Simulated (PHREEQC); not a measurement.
## Acid rinse or clean

Consider water at 25 °C with 130 mmol/kgw H2SO4, 0.12 mmol/kgw FeCl3 and 0.17 mmol/kgw CuCl2. Closed to the air; pH follows from the charge balance.

All values are PHREEQC results (ion-association model, phreeqc.dat), not measurements.

Each row changes one thing in this solution. Precipitation was switched off in this run.

```
case                                            pH  ionic strength (mol/kgw)  HSO4- (mol/kgw)  SO4-2 (mol/kgw)
--------------------------------------------  ----  ------------------------  ---------------  ---------------
as made                                       0.91                     0.175            0.108           0.0222
FeCl3 from 0.00012 to 0.0006 mol/kgw          0.91                     0.176            0.107           0.0221
FeCl3 replaced by NaCl at the same molality   0.91                     0.175            0.108           0.0222
diluted 100-fold with water                   2.65                   0.00351         0.000200          0.00110
H2SO4 replaced by CdSO4 at the same molality  4.20                     0.235          8.78e-5           0.0382
diluted 5-fold with water                     1.51                    0.0453           0.0164          0.00960
FeCl3 from 0.00012 to 0.00024 mol/kgw         0.91                     0.175            0.107           0.0222
CuCl2 left out                                0.91                     0.175            0.108           0.0222
```

Complexes and solids missing from the database can't appear. Some of these states are supersaturated (in Hematite (slow to form), Goethite (slow to form), Fe(OH)3(a), for instance).
